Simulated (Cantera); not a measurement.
Input: 1 mol Si, 7.8 mol H2, 3.3 mol HCl, held at 1323.15 K and 2100 Torr.

Equilibrium computed with Cantera from the NASA thermochemical tables; the gas is ideal and each condensed phase is pure. Candidate condensed phases: Si; 19 gas species. The tables' values for SiCl3 are old estimates; treat these amounts as uncertain. Kinetics and transport are ignored.

Base state: H2 0.867, HCl 0.0519, SiCl4 0.0337, SiHCl3 0.0285, SiCl2 0.00851, SiCl3 0.00724, SiH2Cl2 0.00346, SiH3Cl 0.000119 (mole fractions); condensed: Si(s).

Problem. What changes in the equilibrium state with this change: temperature from 1323.15 K to 673.15 K?

Solution. 
| species | before | after |
|---|---|---|
| H2 | 0.867 | 0.906 |
| SiHCl3 | 0.0285 | 0.0457 |
| SiCl4 | 0.0337 | 0.0456 |
| HCl | 0.0519 | 0.000114 |
| SiCl2 | 0.00851 | 9.18e-9 |
| SiCl3 | 0.00724 | 9.47e-7 |
| Si(s), mol | 0.154 | 0.0446 |
